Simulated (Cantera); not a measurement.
A Cantera script and its output.

```python
import numpy as np
import cantera as ct

gas = ct.Solution("gri30.yaml")
gas.TPX = 550, 510000, {'CH4': 1, 'O2': 2.67, 'N2': 10}
inlet = ct.Reservoir(gas, clone=True)
gas.equilibrate("HP")  # start burning
reactor = ct.IdealGasConstPressureReactor(gas, energy="on", clone=False)
exhaust = ct.Reservoir(gas, clone=True)
tau = [0.31, 0.12, 0.05, 0.02, 0.0082, 0.0033, 0.0013, 0.00055, 0.00022, 8.9e-05, 3.6e-05, 1.5e-05][0]
for a, b in ((inlet, reactor), (reactor, exhaust)):
    ct.MassFlowController(a, b, mdot=lambda t: reactor.mass / tau)
net = ct.ReactorNet([reactor])
show = ['CH4', 'O2', 'HO2', 'CH2O', 'HCO']

rows = []
print(f"{'tau/s':>10s}{'T/K':>9s}" + "".join(f"{s:>11s}" for s in show))
for tau in [0.31, 0.12, 0.05, 0.02, 0.0082, 0.0033, 0.0013, 0.00055, 0.00022, 8.9e-05, 3.6e-05, 1.5e-05]:
    net.initial_time = 0.0
    net.advance(30 * tau)
    before = gas.X
    net.advance(40 * tau)
    drift = np.max(np.abs(gas.X - before) / (gas.X + 1e-9))
    rows.append([gas.T, *gas[show].X, drift])
    print(f"{tau:10.3e}{gas.T:9.1f}" + "".join(f"{x:11.3e}" for x in gas[show].X))
```

Output:

```
     tau/s      T/K        CH4         O2        HO2       CH2O        HCO
 3.100e-01   2107.8  4.669e-07  4.776e-02  2.576e-06  6.408e-08  1.143e-09
 1.200e-01   2109.3  1.174e-06  4.821e-02  2.644e-06  1.627e-07  2.943e-09
 5.000e-02   2109.7  2.713e-06  4.849e-02  2.741e-06  3.797e-07  7.070e-09
 2.000e-02   2108.4  6.311e-06  4.869e-02  2.945e-06  8.959e-07  1.774e-08
 8.200e-03   2104.8  1.355e-05  4.887e-02  3.389e-06  1.966e-06  4.363e-08
 3.300e-03   2097.2  2.749e-05  4.915e-02  4.396e-06  4.111e-06  1.100e-07
 1.300e-03   2082.8  5.365e-05  4.967e-02  6.574e-06  8.261e-06  2.851e-07
 5.500e-04   2060.6  9.807e-05  5.057e-02  1.047e-05  1.528e-05  6.882e-07
 2.200e-04   2023.0  1.914e-04  5.231e-02  1.824e-05  2.932e-05  1.756e-06
 8.900e-05   1964.7  4.031e-04  5.551e-02  3.293e-05  5.808e-05  4.407e-06
 3.600e-05   1863.2  1.129e-03  6.283e-02  6.807e-05  1.400e-04  1.111e-05
 1.500e-05    550.0  7.315e-02  1.953e-01  1.739e-18  2.303e-17  3.180e-32
```

Computed with Cantera and GRI-Mech 3.0 (53 species, 325 reactions).
